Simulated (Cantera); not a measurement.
A perfectly stirred reactor is fed with 6.22 % CH₄, 0.218 % C₂H₆, 0.622 % C₃H₈, 19.5 % O₂, 73.4 % N₂, equivalence ratio 0.84, at 1430 Torr; it is adiabatic with a 450 K inlet, and is followed from long to short residence time, starting on the burning branch (τ in s: 0.45, 0.17, 0.063, 0.024, 0.0088, 0.0033, 0.0012, 0.00047, 0.00017, 6.5e-05).

Model: GRI-Mech 3.0 (53 species, 325 reactions), integrated in Cantera.

### Question
Predict: blow-out, bracketed by the residence times tried; x(CH₄) at τ = 0.450 s; x(C₂H₆) at τ = 0.450 s; x(C₃H₈) at τ = 0.450 s; x(H) at τ = 0.450 s; x(NO) at τ = 0.450 s; x(CH₄) at τ = 3.30 ms; x(C₂H₆) at τ = 3.30 ms; x(C₃H₈) at τ = 3.30 ms; x(H) at τ = 3.30 ms; x(NO) at τ = 3.30 ms.

### Answer
| Item | Value |
|---|---|
| blow-out, bracketed by the residence times tried | burning at 65.0 µs, the shortest tried |
| x(CH₄) at τ = 0.450 s | 4.43e-7 |
| x(C₂H₆) at τ = 0.450 s | 1.99e-9 |
| x(C₃H₈) at τ = 0.450 s | 6.27e-9 |
| x(H) at τ = 0.450 s | 8.39e-5 |
| x(NO) at τ = 0.450 s | 0.00240 |
| x(CH₄) at τ = 3.30 ms | 2.69e-5 |
| x(C₂H₆) at τ = 3.30 ms | 1.92e-7 |
| x(C₃H₈) at τ = 3.30 ms | 5.54e-7 |
| x(H) at τ = 3.30 ms | 0.000571 |
| x(NO) at τ = 3.30 ms | 0.000169 |
